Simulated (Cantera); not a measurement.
Input: 1 mol CsOH, 0.21 mol H2O, 0.14 mol O2, held at 1950 °C and 1 atm.

Cantera equilibrium calculation (NASA polynomials, part measured and part estimated; ideal gas, pure solids and liquids). Candidate condensed phases: Cs, CsOH, H2O; 15 gas species. Equilibrium is a limit: real reactors are often held back by kinetics, nucleation or transport.

Base state: CsOH 0.680, H2O 0.166, O2 0.108, Cs 0.0364, OH 0.00594, CsO 0.00179, O 0.00102, H2 0.000662 (mole fractions); condensed: gas only.

Q: What changes in the equilibrium state with this change: 1.2 mol H2 added?

A: 
```json
[
 {"species": "H2O", "before": "0.166", "after": "0.327"},
 {"species": "H2", "before": "0.000662", "after": "0.284"},
 {"species": "CsOH", "before": "0.680", "after": "0.246"},
 {"species": "O2", "before": "0.108", "after": "2.27e-6"},
 {"species": "Cs", "before": "0.0364", "after": "0.139"},
 {"species": "O", "before": "0.00102", "after": "4.68e-6"},
 {"species": "CsO", "before": "0.00179", "after": "3.14e-5"}
]
```

Q: What changes in the equilibrium state with this change: 0.0096 mol HCl added?

A: 
```json
[
 {"species": "CsOH", "before": "0.680", "after": "0.670"},
 {"species": "H2O", "before": "0.166", "after": "0.172"},
 {"species": "O2", "before": "0.108", "after": "0.107"},
 {"species": "CsCl", "before": "0", "after": "0.00685"},
 {"species": "Cs", "before": "0.0364", "after": "0.0354"},
 {"species": "Cs2O", "before": "1.94e-5", "after": "1.82e-5"},
 {"species": "H2", "before": "0.000662", "after": "0.000686"},
 {"species": "CsO", "before": "0.00179", "after": "0.00174"}
]
```
Further candidate phases: CsCl.
